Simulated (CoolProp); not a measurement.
Saturation properties of R365MFC (Tc = 460.0 K, pc = 32.66 bar, ω = 0.377).

Model: reference Helmholtz-energy equation of state, Lemmon 2016, in CoolProp.

| T (K) | p (bar) | liquid density (kg/m³) | enthalpy of vaporisation (kJ/kg) | liquid cp (kJ/(kg K)) | vapour Z | surface tension (mN/m) |
|---|---|---|---|---|---|---|
| 248.8 | 0.04723 | 1358 | 216.6 | 1.292 | 0.9950 | 20.8 |
| 261.3 | 0.09878 | 1333 | 211.3 | 1.311 | 0.9914 | 19.3 |
| 273.9 | 0.1915 | 1307 | 205.9 | 1.332 | 0.9862 | [?] |
| 286.4 | [?] | 1282 | 200.5 | 1.354 | 0.9789 | 16.4 |
| 298.9 | 0.5851 | 1255 | 195.0 | 1.378 | 0.9691 | 15.0 |
| 311.5 | 0.9479 | 1228 | 189.1 | 1.404 | 0.9563 | 13.6 |
| 324 | 1.464 | 1200 | 182.9 | 1.431 | 0.9406 | 12.2 |
| 336.6 | 2.186 | 1170 | [?] | 1.461 | 0.9213 | 10.9 |

**Question.** What belongs in the gaps?

**Answer.** 
- 273.9, surface tension (mN/m): 17.9
- 286.4, p (bar): 0.3447
- 336.6, enthalpy of vaporisation (kJ/kg): 176.2

It boils at 313.3 K under 1 atm.

Surface tension comes from a separate correlation (Mulero 2012).
